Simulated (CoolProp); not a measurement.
Vapour-liquid equilibrium of propylene (1) + dimethyl ether (2) at 2.29 bar; x and y are mole fractions of (1).

Computed with CoolProp (multi-fluid Helmholtz-energy mixture model, Lemmon 2013 and Wu 2011; pair parameters Bell 2016).

Give the bubble temperature and the first vapour's composition at x = 0.55, 0.75, 0.85. Is there an azeotrope?

x = 0.55: -21.0 °C, y = 0.739; x = 0.75: -24.5 °C, y = 0.863; x = 0.85: -25.9 °C, y = 0.918. No azeotrope shows between x = 0.05 and 0.95.

The pair parameters rest on a limited set of measurements; away from them the model extrapolates.
